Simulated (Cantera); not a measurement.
Charge: 1 mol SiCl4, 4.3 mol O2, 58 mol N2, 0.0039 mol H2, held at 1.33 mbar.

Equilibrium computed with Cantera from the NASA thermochemical tables; the gas is ideal and each condensed phase is pure. Candidate condensed phases: H2O, NH4Cl, Si, SiO2, Si2N2O, Si3N4; 47 gas species. The tables hold silica as quartz up to 1696 K and as liquid above; real silica turns to tridymite and cristobalite and melts near 1996 K. The numbers say what is thermodynamically allowed, not how fast it happens.

Which condensed phases are stable at each of these points (T (K)): 1248, 1323, 1398, 1473, 1548, 1623, 1698, 1773, 1848?


```csv
T (K),condensed phases,Si condensed (%)
1248,SiO2(β-quartz),100.0
1323,SiO2(β-quartz),100.0
1398,SiO2(β-quartz),100.0
1473,SiO2(β-quartz),100.0
1548,SiO2(β-quartz),100.0
1623,SiO2(β-quartz),100.0
1698,SiO2(condensed),100.0
1773,SiO2(condensed),100.0
1848,SiO2(condensed),99.7
```

From 1248 K to 1623 K the condensed part is SiO2(β-quartz). From 1698 K to 1848 K the condensed part is SiO2(condensed).
